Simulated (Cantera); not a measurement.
Charge: 1 mol Cu₂O, 2.4 mol CO, equilibrated at 1525 K and 0.000510 bar.

These are equilibrium values from Cantera (NASA tables, ideal gas, pure condensed phases), not measurements of a reactor. Candidate condensed phases: C, Cu, CuO, Cu₂O; 15 gas species. Equilibrium is a limit: real reactors are often held back by kinetics, nucleation or transport.

Base state: CO 0.569, CO₂ 0.406, Cu 0.0244, Cu₂ 1.12e-5 (mole fractions); condensed: Cu(l).

What changes in the equilibrium state with this change: Cu₂O replaced by SiO₂?


| species | before | after |
|---|---|---|
| CO | 0.569 | 0.997 |
| SiO | 0 | 0.00159 |
| CO₂ | 0.406 | 0.00159 |
| Cu | 0.0244 | 0 |
| Cu₂ | 1.12e-5 | 0 |
| Cu(l), mol | 1.94 | 0 |
| SiO₂(β-quartz), mol | 0 | 0.996 |
The tables hold silica as quartz up to 1696 K and as liquid above; real silica turns to tridymite and cristobalite and melts near 1996 K. Further candidate phases: Si, SiC, SiO₂.
